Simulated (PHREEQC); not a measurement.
Synthetic water in mg/L, 25 °C, pH 5.68, pe 11.1:

```tsv
constituent	mg/L
Na	2.32
K	1.53
Ca	2.1
Mg	0.68
Cl	2.68
S(6) as SO4	4.27
Alkalinity as HCO3	8.6
Zn	0.117
Cd	0.23
```

Valence states are taken as typed.

Equilibrium calculation in PHREEQC: ion-association model, phreeqc.dat.

| quantity | before | after |
|---|---|---|
| CaSO4 (mol/kgw) | 3.35e-7 | 2.56e-6 |
| MgSO4 (mol/kgw) | 2.35e-7 | 1.79e-6 |
| CaHCO3+ (mol/kgw) | 8.62e-8 | 7.10e-7 |
| MgHCO3+ (mol/kgw) | 4.21e-8 | 3.46e-7 |
| SI of Otavite (CdCO3) | -2.14 | -1.24 |
| SI of Gypsum (CaSO4:2H2O) | -4.14 | -3.26 |

Q: Which change was made?
A) Mg from 0.68 to 0.34 mg/L
B) temperature from 25 to 20 °C at the same typed pH
C) all concentrations times 3 at the same typed pH
D) pH from 5.68 to 5.5 at the same alkalinity

A: C, all concentrations times 3 at the same typed pH

This is a speciation only: nothing precipitates in the calculation.
